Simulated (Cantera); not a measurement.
A freely propagating, adiabatic, planar premixed flame of 11.7 % CH₄, 16.7 % O₂, 71.6 % N₂, equivalence ratio 1.4, unburnt at 425 K and 1.00 atm; unity-Lewis-number transport, grid criteria slope 0.08 and curve 0.16, no radiation.

Computed with Cantera and GRI-Mech 3.0 (53 species, 325 reactions). Unity Lewis numbers drop preferential diffusion, which matters most where H2 and H carry the flame. Burning velocities carry a grid error of a few per cent, more on coarse grids.

x: mole fraction of selected species; z is measured from the peak of heat release.

```
z (mm)  T (K)  u (m/s)     x CH₄      x O₂      x OH     x CO     x CO₂    x C₂H
------  -----  -------  --------  --------  --------  -------  --------  -------
-3.79     426    0.145     0.117     0.167     <1e-8  4.57e-5   2.27e-5    <1e-8
-2.53     436    0.149     0.116     0.166     <1e-8        …         …    <1e-8
-1.89     470    0.160     0.113     0.162     <1e-8  0.00186  0.000923    <1e-8
-1.26     632    0.217     0.101     0.146   1.26e-8  0.00878   0.00437    <1e-8
-0.631      …    0.388         …         …         …        …         …    <1e-8
-0.316   1471    0.524    0.0307    0.0519   2.23e-5   0.0487    0.0243    <1e-8
0        1796    0.650   0.00594    0.0141  0.000321   0.0642    0.0336  3.43e-7
0.316    1912    0.695  0.000697   0.00199  0.000618   0.0675    0.0391  4.88e-7
0.631    1935    0.704  0.000188  0.000325  0.000497   0.0670    0.0412  2.14e-7
1.26     1944    0.707   6.36e-5   2.40e-5  0.000295   0.0666    0.0423  5.84e-8
2.53     1948    0.708   3.07e-5   2.25e-6  0.000168   0.0666    0.0425  1.42e-8
5.05     1950    0.709   1.64e-5   7.37e-7  0.000106   0.0668    0.0425    <1e-8
10.1     1950    0.709   7.06e-6   3.92e-7   7.92e-5   0.0669    0.0425    <1e-8
```

Problem. Fill in the missing entries.

Solution. 
- -2.53, x CO: 0.000458
- -2.53, x CO₂: 0.000228
- -0.631, T (K): 1108
- -0.631, x CH₄: 0.0619
- -0.631, x O₂: 0.0939
- -0.631, x OH: 7.15e-7
- -0.631, x CO: 0.0308
- -0.631, x CO₂: 0.0153
